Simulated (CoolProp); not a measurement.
A simple Rankine cycle with R152A: condensing at 320.15 K, boiler at 2.89 MPa, turbine inlet 378.3 K, turbine efficiency 0.8, pump efficiency 0.8, no recuperator. Each further row changes one setting.

Computed with CoolProp (reference Helmholtz-energy equation of state, Outcalt 1996). It is a modified Benedict-Webb-Rubin equation, recast in Helmholtz form.

```csv
case,thermal efficiency (%),net work (kJ/kg),heat in (kJ/kg),turbine exit temperature (K),volume ratio over the turbine
as stated,8.0,23.0,287,330.1,2.79
turbine inlet 398.3 K,___,26.8,___,353.4,2.70
condensing temperature 312.15 K,9.4,28.3,302,321.4,3.43
boiler pressure 2.02 MPa,5.5,17.2,310,351.1,1.86
turbine efficiency 0.7,___,19.8,287,___,2.82
```

Question: Complete the blanks.

Answer: 
- turbine inlet 398.3 K, thermal efficiency (%): 8.3
- turbine inlet 398.3 K, heat in (kJ/kg): 323
- turbine efficiency 0.7, thermal efficiency (%): 6.9
- turbine efficiency 0.7, turbine exit temperature (K): 332.4
